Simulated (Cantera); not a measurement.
Feed: 1 mol SiH₄, 0.3 mol C₂H₂, 100 mol H₂, at 1098.15 K and 1.00 bar.

Method: chemical equilibrium by Gibbs-energy minimisation in Cantera with the NASA 1993 tables (ideal gas, pure condensed phases). Candidate condensed phases: C, C₆H₆, C₇H₈, C₈H₁₈, Si, SiC; 87 gas species. Mutual solubility and eutectic melting of coexisting phases are not modelled. Rates play no part.

Base state: H₂ 1.000, CH₄ 3.12e-5 (mole fractions); condensed: Si(s) + SiC(s).

Problem. What changes in the equilibrium state with this change: SiH₄ replaced by CH₃SiCl₃?

Solution. 
```json
[
 {"species": "H₂", "before": "1.000", "after": "0.966"},
 {"species": "HCl", "before": "0", "after": "0.0263"},
 {"species": "CH₄", "before": "3.12e-5", "after": "0.00667"},
 {"species": "SiCl₄", "before": "0", "after": "0.000508"},
 {"species": "SiHCl₃", "before": "0", "after": "0.000272"},
 {"species": "SiH₂Cl₂", "before": "0", "after": "1.74e-5"},
 {"species": "SiCl₃", "before": "0", "after": "1.52e-5"},
 {"species": "Si(s), mol", "before": "0.403", "after": "0"},
 {"species": "SiC(s), mol", "before": "0.597", "after": "0.916"}
]
```
The feed counts by its element totals alone. The tables' values for SiCl₃ are old estimates; treat these amounts as uncertain.
